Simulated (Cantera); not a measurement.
Input: 1 mol HF, 0.015 mol SO₂, 1.3 mol H₂O, held at 3150 K and 0.0280 bar.

Method: chemical equilibrium by Gibbs-energy minimisation in Cantera with the NASA 1993 tables (ideal gas, pure condensed phases). Candidate condensed phases: H₂O, H₂SO₄, S; 43 gas species. Equilibrium is a limit: real reactors are often held back by kinetics, nucleation or transport.

Task: What is the equilibrium state?

Result: 
```
Item                                Result
-------------------------------  ---------
x(H)                                 0.390
x(HF)                                0.232
x(O)                                 0.183
x(H₂)                               0.0709
x(OH)                               0.0553
x(O₂)                               0.0274
x(H₂O)                              0.0271
x(F)                                0.0102
x(SO)                              0.00175
gas amount                       4.120 mol
log10 activity of S(l) (absent)      -5.89
```
